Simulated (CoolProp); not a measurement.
A simple Rankine cycle with methanol: condensing at 314.15 K, boiler at 2.58 MPa, turbine inlet 465.7 K, turbine efficiency 0.6, pump efficiency 0.8, no recuperator. Each further row changes one setting.

Computed with CoolProp (reference Helmholtz-energy equation of state, de Reuck 1993).

```csv
case,thermal efficiency (%),net work (kJ/kg),heat in (kJ/kg),turbine exit temperature (K),volume ratio over the turbine
as stated,15.5,(withheld),1280,314.2,54.3
turbine inlet 485.7 K,15.7,212,1350,314.2,51.2
condensing temperature 306.15 K,(withheld),212,(withheld),306.1,77.4
boiler pressure 1.81 MPa,14.6,195,(withheld),314.2,36.3
turbine efficiency 0.5,12.9,164,1280,314.2,56.0
```

Task: Fill in the missing entries.

Result: 
- as stated, net work (kJ/kg): 198
- condensing temperature 306.15 K, thermal efficiency (%): 16.4
- condensing temperature 306.15 K, heat in (kJ/kg): 1300
- boiler pressure 1.81 MPa, heat in (kJ/kg): 1330

The expansion ends wet for: as stated; turbine inlet 485.7 K; condensing temperature 306.15 K; boiler pressure 1.81 MPa; turbine efficiency 0.5.
